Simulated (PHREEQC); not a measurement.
Consider water at 20 °C with 2.2 mmol/kgw KHCO3, 58 mmol/kgw NaOH and 31 mmol/kgw NaCl. Closed to the air; pH follows from the charge balance.

Equilibrium calculation in PHREEQC: ion-association model, phreeqc.dat.

Precipitation was switched off in this run.

Q: Predict the pH.

A: pH 12.80.

Q: In which forms is C present?

A: CO3-2 66 %, NaCO3- 34 % of the C.
